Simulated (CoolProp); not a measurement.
The numbers come from the reference Helmholtz-energy equation of state, Lemmon 2003 in CoolProp. It is a pseudo-pure fit of the blend.

For R410A, give the phase and the cv (kJ/(kg K)), speed of sound (m/s), Prandtl number at 291.3 K and 101 kPa; 323.2 K and 101 kPa; 355.1 K and 101 kPa.


- 291.3 K and 101 kPa: gas; cv 0.691, speed of sound 196, Prandtl number 0.798
- 323.2 K and 101 kPa: gas; cv 0.735, speed of sound 206, Prandtl number 0.790
- 355.1 K and 101 kPa: gas; cv 0.782, speed of sound 215, Prandtl number 0.792

Viscosity comes from a separate model (Geller 2000). Thermal conductivity comes from a separate model (Geller 2001).
